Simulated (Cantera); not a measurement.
An isothermal, constant-pressure homogeneous reactor starts with 94.8 % N2O, 5.21 % O2, at 1275 K and 0.410 bar.

Model: GRI-Mech 3.0 (53 species, 325 reactions), integrated in Cantera. GRI-Mech 3.0 was tuned for natural gas; its chemistry of N2O as a main component is partial and can be far from experiment. The mechanism lacks the step 2 NO + O2 → 2 NO2, which can matter for NO2 below about 1400 K. The temperature is held fixed by assumption; the heat of reaction is taken as removed at once.

One state of this run: x N2O = 1.39e-5; x O2 = 0.320; x N2 = 0.607; x NO = 0.0729; x O = 9.98e-8; x NO2 = 0.000689. x: mole fraction; the columns are a selection and need not sum to one.

Q: Which value of t (s) does it belong to?
A) 3.32e-6
B) 0.000405
C) 20.0
D) 0.164

A: C, 20.0
